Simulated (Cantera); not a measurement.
# Transport properties of process gases

Gas mixture: 34.1 % CH3OH, 34.1 % CO2, 31.8 % CO, at 5.00 bar, frozen composition.

Cantera's kinetic-theory transport with the Lennard-Jones parameters of GRI-Mech 3.0, ideal gas; thermal conductivity in the multicomponent form. Polar gases are described roughly by these parameters. The composition is frozen, though it would react at the higher temperatures.

```csv
T (K),ρ (kg/m³),cp (J/kg/K),μ (µPa s),λ (mW/m/K),Pr,D (cm²/s) CO2,D (cm²/s) H2O,D (cm²/s) NH3
400,5.24,1175,17.7,28.3,0.737,0.0444,0.0622,0.0605
550,3.81,1347,23.4,42.6,0.740,0.0804,0.116,0.112
700,2.99,1495,28.5,57.5,0.742,0.124,0.184,0.176
850,2.47,1611,33.2,72.1,0.742,0.175,0.263,0.251
1000,2.10,1712,37.6,86.6,0.742,0.233,0.354,0.337
1150,1.82,1791,41.6,100,0.742,0.297,0.455,0.432
```
D: mixture-averaged diffusion coefficient of that species in the mixture.
